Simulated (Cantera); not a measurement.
A closed system holds: 1 mol SO₂, 0.22 mol H₂O, 5.5 mol N₂, equilibrated at 23.0 bar.

Cantera equilibrium calculation (NASA polynomials, part measured and part estimated; ideal gas, pure solids and liquids). Candidate condensed phases: H₂O, H₂SO₄, S; 35 gas species. The numbers say what is thermodynamically allowed, not how fast it happens. All values below are at 2675 K.

Base state: N₂ 0.812, SO₂ 0.140, H₂O 0.0297, SO 0.00804, NO 0.00353, O₂ 0.00271, OH 0.00202, H₂ 0.00156 (mole fractions); condensed: gas only.

Problem. What changes in the equilibrium state with this change: SO₂ replaced by CO₂?

Solution. 
```json
[
 {"species": "N₂", "before": "0.812", "after": "0.804"},
 {"species": "CO₂", "before": "0", "after": "0.123"},
 {"species": "H₂O", "before": "0.0297", "after": "0.0299"},
 {"species": "SO₂", "before": "0.140", "after": "0"},
 {"species": "CO", "before": "0", "after": "0.0242"},
 {"species": "SO", "before": "0.00804", "after": "0"},
 {"species": "S", "before": "0.000108", "after": "0"},
 {"species": "SH", "before": "5.14e-5", "after": "0"},
 {"species": "SO₃", "before": "4.83e-5", "after": "0"}
]
```
Further candidate phases: C, C₆H₆, C₇H₈, C₈H₁₈.
